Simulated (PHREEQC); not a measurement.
PHREEQC input (ion-association model, phreeqc.dat):

```
SOLUTION_SPECIES
  CO3-2 + 10 H+ + 8 e- = CH4 + 3 H2O  # shut off: no methane
    -log_k -100
    -delta_h 0
    -analytic -100
SOLUTION 1
  temp 25
  units mol/kgw
  pH 7 charge
  Cl 0.13
  Na 0.13
END
SELECTED_OUTPUT 1
  -reset false
  -pH true
  -pe true
  -ionic_strength true
  -water true
  -totals C Cl Na C(-4) C(4) Sg
  -molalities H+ Na+ Cl- CO3-2 OH- HCO3- CO2 (CO2)2 NaOH NaCO3-
    NaHCO3
  -saturation_indices Halite
USER_PUNCH 1
  -headings p_CO2(g) phi_CO2(g) p_H2Sg(g) phi_H2Sg(g) p_H2O(g) phi_H2O(g) density
  10 PUNCH PR_P("CO2(g)"), PR_PHI("CO2(g)"), PR_P("H2Sg(g)"), PR_PHI("H2Sg(g)"), PR_P("H2O(g)"), PR_PHI("H2O(g)"), RHO
PRINT
  -reset false
USE solution 1
REACTION_TEMPERATURE 1
  30
GAS_PHASE 1
  -fixed_pressure
  -pressure 10
  -temperature 30
  -volume 20
  CO2(g) 3.8
  H2Sg(g) 6.2
  H2O(g) 0
END
# ... the last block is repeated for the other 6 points of T (°C)
```

Selected output (columns that matter, 7 of 7 rows; T (°C) added in front):

```
T (°C)	pH	mu	C	Cl	Na	Sg	si_Halite	p_CO2(g)	phi_CO2(g)	p_H2Sg(g)	phi_H2Sg(g)	p_H2O(g)	phi_H2O(g)	density
30	3.4643	0.1305	0.10665	0.13009	0.13009	0.42481	-3.5889	3.8994	0.9489	6.0546	0.92515	0.045944	0.90769	1.0018
40	3.4739	0.13056	0.084512	0.13015	0.13015	0.34955	-3.6003	3.8712	0.95381	6.0497	0.93137	0.079098	0.91483	0.9982
50	3.4839	0.13064	0.06918	0.13024	0.13024	0.29785	-3.6114	3.8408	0.95819	6.028	0.93694	0.13118	0.92108	0.9939
60	3.4945	0.13077	0.058159	0.13037	0.13037	0.26149	-3.6223	3.8036	0.96212	5.9861	0.94196	0.21032	0.92651	0.98901
70	3.5061	0.13096	0.049954	0.13057	0.13057	0.23539	-3.6329	3.7542	0.96566	5.9188	0.9465	0.32698	0.93116	0.98356
80	3.5193	0.13123	0.043626	0.13085	0.13085	0.21621	-3.643	3.6869	0.96888	5.8188	0.95063	0.49428	0.93505	0.9776
90	3.5346	0.13162	0.038556	0.13125	0.13125	0.20166	-3.6525	3.595	0.97185	5.6768	0.95441	0.72823	0.93823	0.97116
```

Away from 25 °C the constants follow the database's enthalpies or fits; those with neither stay at their 25 °C values.
